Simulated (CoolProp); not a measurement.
Saturated liquid density (kg/m³) of R1132(E): the reference equation beside estimates from Tc = 348.8 K, pc = 51.74 bar, ω = 0.245. Rackett uses Z = 0.29056 − 0.08775 ω.

Model: reference Helmholtz-energy equation of state, Akasaka 2024, in CoolProp.

```csv
T (K),reference,Rackett,van der Waals,Redlich-Kwong,Soave-Redlich-Kwong,Peng-Robinson
246.2,1079,1071,648.7,939.4,976.3,1106
250.6,1067,1059,641.4,926.3,963.8,1092
254.9,1056,1047,634.0,913.2,951.2,1078
259.2,1043,1034,626.5,899.7,938.1,1064
263.6,1031,1021,618.5,885.5,924.3,1048
267.9,1018,1008,610.6,871.2,910.2,1032
272.3,1005,994.4,602.2,856.1,895.3,1016
276.6,991.5,980.6,593.7,840.8,880.2,998.8
280.9,977.6,966.4,584.9,825.1,864.4,981.0
285.3,962.9,951.5,575.7,808.4,847.6,962.0
289.6,948.0,936.4,566.3,791.5,830.4,942.5
294,932.1,920.4,556.3,773.5,812.0,921.6
298.3,915.9,904.1,546.2,755.2,793.1,900.0
302.7,898.4,886.7,535.3,735.7,772.8,876.7
```

Absolute difference from the reference over all 14 rows, mean and median: Rackett 1.1 and 1.1 %, van der Waals 40.1 and 40.1 %, Redlich-Kwong 15.2 and 15.0 %, Soave-Redlich-Kwong 11.3 and 11.1 %, Peng-Robinson 1.4 and 1.5 %.
